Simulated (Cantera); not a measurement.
Feed: 1 mol PbO, 16 mol CO, 1.6 mol N2, equilibrated at 1625 °C and 1.00 Torr.

These are equilibrium values from Cantera (NASA tables, ideal gas, pure condensed phases), not measurements of a reactor. Candidate condensed phases: C, Pb, PbO, PbO2, Pb3O4; 27 gas species. Kinetics and transport are ignored.

Base state: CO 0.807, N2 0.0860, Pb 0.0537, CO2 0.0537, PbO 4.59e-5 (mole fractions); condensed: gas only.

Q: What changes in the equilibrium state with this change: temperature from 1625 °C to 1950 °C?

A: 
```
species   before     after
-------  -------  --------
CO         0.807     0.807
N2        0.0860    0.0859
Pb        0.0537    0.0535
CO2       0.0537    0.0520
O        7.88e-6   0.00106
O2       9.63e-7  0.000155
NO       4.03e-6  0.000119
PbO      4.59e-5  0.000176
```
